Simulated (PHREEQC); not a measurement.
1 g of hydrous ferric oxide (600 m²/g; 0.2 weak and 0.005 strong sites per Fe, Dzombak-Morel constants, diffuse double layer) in 1 kg of water with 0.001 mol/kgw of an inert sodium salt and 1.1e-05 mol/kgw MgCl2 and 2.3e-05 mol/kgw Na2SO4, at 25 °C; the pH is set by adding NaOH or the inert anion's acid. Oxygen alone is held at its pressure in air (log pO2 = -0.68). No CO2 enters from the air. Nothing may precipitate in this run.

Base run: PHREEQC, ion-association model, wateq4f.dat. Each further column changes one thing. The table gives S sorbed (%).

| pH | base | no electrostatic term (-no_edl) | background salt from 0.001 to 0.0001 mol/kgw | oxide from 1 to 5 g/kgw | 0.00055 mol/kgw NiCl2 added |
|---|---|---|---|---|---|
| 4 | 100.0 | 0.6 | 100.0 | 100.0 | 100.0 |
| 5 | 100.0 | 0.6 | 100.0 | 100.0 | 100.0 |
| 5.5 | 99.8 | 0.6 | 99.9 | 100.0 | 99.8 |
| 6.5 | 91.5 | 0.6 | ? | ? | ? |
| 7.5 | 13.1 | 0.9 | 14.5 | 43.0 | ? |
| 8.5 | 0.2 | 0.8 | 0.2 | 0.8 | 1.2 |
| 9 | 0.0 | 0.5 | 0.0 | 0.1 | 0.1 |
| 10 | 0.0 | 0.1 | 0.0 | 0.0 | 0.0 |

Question: Some entries are withheld; supply them.

Answer: 
- 6.5, background salt from 0.001 to 0.0001 mol/kgw: 93.1
- 6.5, oxide from 1 to 5 g/kgw: 98.3
- 6.5, 0.00055 mol/kgw NiCl2 added: 93.5
- 7.5, 0.00055 mol/kgw NiCl2 added: 42.9

 In at least one series the solution becomes supersaturated in solids that the run did not let form, among them Ni(OH)2.
